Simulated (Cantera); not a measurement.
A closed system holds: 1 mol CS₂, 1.2 mol H₂, 42 mol N₂, at 1148.15 K and 0.230 bar.

These are equilibrium values from Cantera (NASA tables, ideal gas, pure condensed phases), not measurements of a reactor. Candidate condensed phases: C, C₆H₆, C₇H₈, C₈H₁₈, S; 100 gas species. Gases not in the tables: S₃ to S₇. Kinetics and transport are ignored.

Base state: N₂ 0.956, H₂ 0.0155, CS₂ 0.0147, H₂S 0.0118, S₂ 0.00221, SH 1.53e-5 (mole fractions); condensed: C(graphite).

Task: What changes in the equilibrium state with this change: temperature from 1148.15 K to 1025 K?

Result: 
```
species            before    after
----------------  -------  -------
N₂                  0.956    0.959
H₂S                0.0118   0.0183
CS₂                0.0147   0.0121
H₂                 0.0155  0.00912
SH                1.53e-5  3.90e-6
S₂                0.00221  0.00161
C(graphite), mol    0.355    0.471
```
